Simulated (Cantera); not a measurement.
**Premixed flame**

A freely propagating, adiabatic, planar premixed flame of H₂ : O₂ : N₂ : H₂O = 1 : 0.227 : 0.855 : 0.006 (molar parts), unburnt at 648 K and 0.220 bar; mixture-averaged transport, grid criteria slope 0.08 and curve 0.16, no radiation.

Cantera simulation using the H2/O2 subset of GRI-Mech 3.0, which has no nitrogen chemistry; the numbers are that mechanism's predictions, not measurements. Burning velocities carry a grid error of a few per cent, more on coarse grids.

```json
[
 {"z (mm)": "-10.0", "T (K)": "648", "u (m/s)": "8.44", "x H₂": "0.479", "x O₂": "0.109", "x H": "<1e-8", "x O": "<1e-8", "x HO₂": "<1e-8", "x H₂O": "0.00287"},
 {"z (mm)": "-6.69", "T (K)": "648", "u (m/s)": "8.44", "x H₂": "0.479", "x O₂": "0.109", "x H": "<1e-8", "x O": "<1e-8", "x HO₂": "<1e-8", "x H₂O": "0.00287"},
 {"z (mm)": "-5.02", "T (K)": "648", "u (m/s)": "8.44", "x H₂": "0.479", "x O₂": "0.109", "x H": "<1e-8", "x O": "<1e-8", "x HO₂": "<1e-8", "x H₂O": "0.00287"},
 {"z (mm)": "-3.35", "T (K)": "648", "u (m/s)": "8.44", "x H₂": "0.479", "x O₂": "0.109", "x H": "1.12e-6", "x O": "<1e-8", "x HO₂": "1.27e-6", "x H₂O": "0.00287"},
 {"z (mm)": "-1.67", "T (K)": "661", "u (m/s)": "8.59", "x H₂": "0.477", "x O₂": "0.108", "x H": "0.000786", "x O": "1.37e-5", "x HO₂": "5.43e-5", "x H₂O": "0.00373"},
 {"z (mm)": "-0.836", "T (K)": "791", "u (m/s)": "10.2", "x H₂": "0.450", "x O₂": "0.104", "x H": "0.0137", "x O": "0.000327", "x HO₂": "3.67e-5", "x H₂O": "0.0163"},
 {"z (mm)": "0", "T (K)": "1146", "u (m/s)": "14.4", "x H₂": "0.314", "x O₂": "0.0563", "x H": "0.0848", "x O": "0.00409", "x HO₂": "1.46e-5", "x H₂O": "0.115"},
 {"z (mm)": "0.836", "T (K)": "1376", "u (m/s)": "17.1", "x H₂": "0.221", "x O₂": "0.00594", "x H": "0.126", "x O": "0.00250", "x HO₂": "1.52e-6", "x H₂O": "0.214"},
 {"z (mm)": "1.67", "T (K)": "1464", "u (m/s)": "18.1", "x H₂": "0.218", "x O₂": "0.00104", "x H": "0.121", "x O": "0.00161", "x HO₂": "2.50e-7", "x H₂O": "0.225"},
 {"z (mm)": "3.35", "T (K)": "1566", "u (m/s)": "19.2", "x H₂": "0.227", "x O₂": "0.000685", "x H": "0.107", "x O": "0.00149", "x HO₂": "1.51e-7", "x H₂O": "0.227"},
 {"z (mm)": "6.69", "T (K)": "1682", "u (m/s)": "20.5", "x H₂": "0.237", "x O₂": "0.000565", "x H": "0.0900", "x O": "0.00130", "x HO₂": "1.16e-7", "x H₂O": "0.229"},
 {"z (mm)": "13.4", "T (K)": "1805", "u (m/s)": "21.8", "x H₂": "0.249", "x O₂": "0.000414", "x H": "0.0720", "x O": "0.00100", "x HO₂": "8.27e-8", "x H₂O": "0.232"},
 {"z (mm)": "26.8", "T (K)": "1924", "u (m/s)": "23.0", "x H₂": "0.259", "x O₂": "0.000264", "x H": "0.0546", "x O": "0.000668", "x HO₂": "5.53e-8", "x H₂O": "0.235"}
]
```
x: mole fraction of selected species; z is measured from the peak of heat release.

| Item | Result |
|---|---|
| laminar burning velocity | 844 cm/s |
| thermal thickness | 3.35 mm |
| peak x(H) | 0.126 |
| peak x(O) | 0.00449 |
| peak x(HO₂) | 5.44e-5 |
| grid points | 146 |
